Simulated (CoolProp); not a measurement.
Vapour-liquid equilibrium of carbon dioxide (1) + CH2F2 (R32) (2) at 1 MPa; x and y are mole fractions of (1).

Model: multi-fluid Helmholtz-energy mixture model, Span 1996 and Tillner-Roth 1997; pair parameters Bell 2016, in CoolProp.

**Question.** Give the bubble temperature and the first vapour's composition at x = 0.55, 0.75, 0.95. Is there an azeotrope?

**Answer.** x = 0.55: 246.0 K, y = 0.833; x = 0.75: 239.5 K, y = 0.924; x = 0.95: 234.2 K, y = 0.987. No azeotrope shows between x = 0.05 and 0.95.

Pair parameters are fitted to limited data, so mixtures are less certain than the pure fluids.
